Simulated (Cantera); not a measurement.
Input: 1 mol B, 0.11 mol H2O, a varied amount of H2, at 2300 K and 29.0 Pa.

Method: chemical equilibrium by Gibbs-energy minimisation in Cantera with the NASA 1993 tables (ideal gas, pure condensed phases). Candidate condensed phases: B, B2O3, B3O3H3, H2O; 23 gas species. The tables' values for BH2 are old estimates; treat these amounts as uncertain. The numbers say what is thermodynamically allowed, not how fast it happens.

x: gas mole fraction; n: condensed amount in mol.

| n(H2) (mol) | x H2 | x H | x B | x BO | n B(s) |
|---|---|---|---|---|---|
| 5.1 | 0.533 | 0.415 | 0.0350 | 0.0137 | 0.631 |
| 6.5 | 0.535 | 0.416 | 0.0350 | … | … |
| 8.3 | 0.537 | 0.417 | 0.0350 | 0.00854 | 0.477 |
| 11 | 0.539 | 0.417 | 0.0350 | 0.00648 | 0.346 |
| 14 | 0.540 | 0.418 | 0.0350 | 0.00511 | 0.201 |
| 17 | 0.541 | 0.418 | 0.0350 | 0.00422 | 0.0564 |
| 22 | 0.546 | 0.420 | … | … | 0 |
| 29 | 0.552 | 0.422 | 0.0223 | 0.00254 | 0 |
| 37 | 0.556 | 0.424 | 0.0176 | 0.00201 | 0 |
| 47 | 0.559 | 0.425 | 0.0139 | 0.00160 | 0 |

Problem. Some entries are withheld; supply them.

Solution. 
- 22, x B: 0.0291
- 22, x BO: 0.00331
- 6.5, x BO: 0.0108
- 6.5, n B(s): 0.564
